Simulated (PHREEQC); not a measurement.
Dissolve 0.038 mol KH2PO4, 0.002 mol HNO3 and 1.1e-06 mol H4SiO4 per kg of water at 25 °C. Closed to the air; pH follows from the charge balance.

Equilibrium calculation in PHREEQC: ion-association model, phreeqc.dat.

```tsv
quantity	before	after
pH	3.45	3.41
H3PO4 (mol/kgw)	0.00160	0.00156
HPO4-2 (mol/kgw)	1.07e-5	8.68e-6
KHPO4- (mol/kgw)	3.89e-7	2.92e-7
```

Question: Name the change that produced these shifts.
(A) KH2PO4 from 0.038 to 0.0342 mol/kgw
(B) diluted 10-fold with water
(C) HNO3 left out
(D) diluted 5-fold with water
(E) temperature from 25 to 90 °C

Answer: A, KH2PO4 from 0.038 to 0.0342 mol/kgw

No solid was allowed to form.
